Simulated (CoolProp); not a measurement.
Nitrogen at 288.7 K and 0.11 MPa flows at 17 m/s in a round tube of 20 mm bore and 0.25 µm roughness, fully developed (64/Re and Nu = 3.66 if laminar; Colebrook and Gnielinski if turbulent). Each further row changes one setting.

Model: reference Helmholtz-energy equation of state, Span 2000, in CoolProp.

```tsv
case	Reynolds number	Darcy friction factor	pressure drop (Pa/m)	heat-transfer coefficient (W/(m² K))	mass flow (kg/h)
as stated	25100	0.0245	227	77.7	24.7
velocity 34 m/s	50300	0.0209	776	134	49.4
diameter 40 mm	50300	0.0209	96.9	66.7	98.8
```

Viscosity comes from a separate model (Lemmon 2004). Thermal conductivity comes from a separate model (Lemmon 2004).
